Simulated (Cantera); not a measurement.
An isothermal, constant-pressure homogeneous reactor starts with CH₄ : N₂ : H₂O = 1 : 18 : 1.4 (molar parts), at 1623 K and 1.01 bar.

Cantera simulation using GRI-Mech 3.0 (53 species, 325 reactions); the numbers are that mechanism's predictions, not measurements.

x: mole fraction; the columns are a selection and need not sum to one.

```csv
t (s),x CH₄,x C₂H,x CH₃,x HCN,x C₂H₄,x H₂,x C₂H₆
5.00e-5,0.0490,<1e-12,1.73e-5,<1e-12,1.91e-8,8.73e-6,5.87e-8
0.000183,0.0490,<1e-12,5.95e-5,<1e-12,9.12e-7,3.40e-5,2.30e-6
0.000671,0.0487,<1e-12,0.000152,9.12e-12,2.77e-5,0.000174,3.93e-5
0.00246,0.0473,8.23e-11,0.000284,2.37e-10,0.000439,0.00143,0.000187
0.00902,0.0408,2.71e-9,0.000266,4.59e-9,0.00153,0.00989,0.000168
0.0330,0.0288,9.34e-9,0.000160,2.70e-8,0.000538,0.0286,5.61e-5
0.121,0.0148,1.54e-8,7.87e-5,1.01e-7,0.000174,0.0507,1.26e-5
0.444,0.00626,1.77e-8,3.40e-5,2.74e-7,0.000128,0.0695,2.19e-6
1.63,0.00411,1.21e-8,2.01e-5,5.32e-7,0.000113,0.0884,7.48e-7
5.96,___,___,___,7.17e-7,___,___,___
21.8,___,___,___,6.84e-7,___,0.129,___
80.0,0.000199,3.55e-11,7.61e-7,5.32e-7,6.23e-7,0.135,1.11e-9
```

Problem. What belongs in the gaps?

Solution. 
- 5.96, x CH₄: 0.00261
- 5.96, x C₂H: 5.19e-9
- 5.96, x CH₃: 1.12e-5
- 5.96, x C₂H₄: 6.80e-5
- 5.96, x H₂: 0.111
- 5.96, x C₂H₆: 2.30e-7
- 21.8, x CH₄: 0.00112
- 21.8, x C₂H: 1.12e-9
- 21.8, x CH₃: 4.40e-6
- 21.8, x C₂H₄: 1.82e-5
- 21.8, x C₂H₆: 3.68e-8
